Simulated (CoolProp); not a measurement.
Vapour-liquid equilibrium of R245fa (1) + n-pentane (2) at 354.6 K; x and y are mole fractions of (1).

Model: multi-fluid Helmholtz-energy mixture model, Akasaka 2015 and Thol 2019; pair parameters Bell 2016, in CoolProp.

```tsv
x	bubble pressure, mixture model (MPa)	bubble pressure, Raoult's law (MPa)	y, mixture model	y, Raoult's law
0.05	0.5120	0.4037	0.261	0.101
0.15	0.6817	0.4473	0.465	0.274
0.25	0.7752	0.4909	0.549	0.417
0.35	0.8287	0.5345	0.597	0.536
0.45	0.8620	0.5782	0.631	0.637
0.55	0.8847	0.6218	0.664	0.724
0.65	0.8996	0.6654	0.700	0.799
0.75	0.9049	0.7090	0.747	0.865
0.85	0.8943	0.7526	0.814	0.924
0.95	0.8549	0.7962	0.920	0.976
```

The largest gap from Raoult's law is +57.9 % in bubble pressure, at x = 0.25. y crosses x between x = 0.65 and 0.75: the model has an azeotrope there.

The pair parameters rest on a limited set of measurements; away from them the model extrapolates. With so large a gap from Raoult's law the liquid may split in two, which this calculation doesn't test in full.
